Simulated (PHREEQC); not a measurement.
Solution (25 °C): 0.044 mol KH2PO4 and 0.0017 mol HF per kg of water. Closed to the air; pH follows from the charge balance.

The numbers come from PHREEQC with the ion-association model, phreeqc.dat.

Question: The ionic strength comes out as 0.0443 mol/kgw. What activity coefficients do K+, HPO4-2, HF2-, H2PO4-, H+ get?

Answer: K+ 0.82, HPO4-2 0.48, HF2- 0.83, H2PO4- 0.84, H+ 0.86.

No solid was allowed to form. Species that the database lacks are ignored.
